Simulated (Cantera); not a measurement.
A perfectly stirred reactor is fed with 9.51 % CH4, 19.0 % O2, 71.5 % N2, equivalence ratio 1.0, at 0.987 atm; it is adiabatic with a 400 K inlet, and is followed from long to short residence time, starting on the burning branch (τ in s: 0.037, 0.021, 0.012, 0.0069, 0.0039, 0.0022, 0.0013, 0.00073, 0.00042, 0.00024, 0.00014, 7.8e-05).

Computed with Cantera and GRI-Mech 3.0 (53 species, 325 reactions).

Task: Predict: blow-out, bracketed by the residence times tried; x(CH4) at τ = 37.0 ms; x(O2) at τ = 37.0 ms; x(HCO) at τ = 37.0 ms; x(HO2) at τ = 37.0 ms; x(CO) at τ = 37.0 ms; x(CH4) at τ = 1.30 ms; x(O2) at τ = 1.30 ms; x(HCO) at τ = 1.30 ms; x(HO2) at τ = 1.30 ms; x(CO) at τ = 1.30 ms.

Result: 
| Item | Result |
|---|---|
| blow-out, bracketed by the residence times tried | burning at 78.0 µs, the shortest tried |
| x(CH4) at τ = 37.0 ms | 7.32e-6 |
| x(O2) at τ = 37.0 ms | 0.00796 |
| x(HCO) at τ = 37.0 ms | 7.70e-8 |
| x(HO2) at τ = 37.0 ms | 1.03e-6 |
| x(CO) at τ = 37.0 ms | 0.0136 |
| x(CH4) at τ = 1.30 ms | 8.55e-5 |
| x(O2) at τ = 1.30 ms | 0.0164 |
| x(HCO) at τ = 1.30 ms | 1.92e-6 |
| x(HO2) at τ = 1.30 ms | 3.95e-6 |
| x(CO) at τ = 1.30 ms | 0.0246 |
